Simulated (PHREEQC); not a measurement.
A solution holds 12 mmol/kgw ZnSO4, 0.67 mmol/kgw ZnCl2 and 0.4 mmol/kgw HCl, at 10 °C. Closed to the air; pH follows from the charge balance.

The numbers come from PHREEQC with the ion-association model, phreeqc.dat.

This is a speciation only: nothing precipitates in the calculation.

Q: Order these S species by the share of S that they hold, largest first: HSO4-, SO4-2, Zn(SO4)2-2, ZnSO4.

A: SO4-2 (64 %), ZnSO4 (31 %), Zn(SO4)2-2 (4.4 %), HSO4- (0.76 %)

Q: Order these Zn species by the share of Zn that they hold, largest first: Zn+2, ZnSO4, Zn(SO4)2-2.

A: Zn+2 (69 %), ZnSO4 (29 %), Zn(SO4)2-2 (2.1 %)

The pH is 3.57 and the ionic strength 0.0343 mol/kgw. Complexes and solids missing from the database can't appear. At this temperature some constants are extrapolated from 25 °C, and those without enthalpy data are left unchanged.
